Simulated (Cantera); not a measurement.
## Gas activation for diamond growth

An isothermal, constant-pressure homogeneous reactor starts with CH4 : H2 : H = 0.023 : 1 : 0.0059 (molar parts), at 2325 K and 10.00 Torr.

Computed with Cantera and GRI-Mech 3.0 (53 species, 325 reactions). GRI-Mech 3.0 stops at C3 and has no aromatics, soot or wall deposition, so with more carbon than oxygen in the feed, carbon stays in small species such as C2H2 where larger ones or solid carbon would form. Radical loss at walls, strong at low pressure, is not modelled.

```
t (s)        x CH4   x H2      x H    x C2H2    x CH2
--------  --------  -----  -------  --------  -------
1.00e-6     0.0222  0.972  0.00559    <1e-12  2.66e-8
4.64e-6     0.0217  0.972  0.00517  4.17e-11  4.68e-7
2.15e-5     0.0209  0.973  0.00443   3.08e-8  4.45e-6
0.000100    0.0204  0.973  0.00471   3.73e-6  1.14e-5
0.000464    0.0194  0.971  0.00691  0.000105  2.26e-5
0.00215     0.0140  0.965   0.0146   0.00194  6.63e-5
0.0100     0.00285  0.963   0.0244   0.00872  4.54e-5
0.0464    0.000220  0.954   0.0349    0.0106  8.19e-6
0.215      1.68e-5  0.937   0.0524    0.0106  1.49e-6
1.00       4.04e-6  0.906   0.0834    0.0105  9.69e-7
4.64       3.34e-6  0.899   0.0910    0.0104  9.68e-7
21.5       3.34e-6  0.899   0.0910    0.0104  9.68e-7
100        3.34e-6  0.899   0.0910    0.0104  9.68e-7
```
x: mole fraction; the columns are a selection and need not sum to one.

Equilibrium at this temperature and pressure: CH4 3.37e-6, H2 0.899, H 0.0910, C2H2 0.0104, CH2 9.76e-7 (gas phase only).
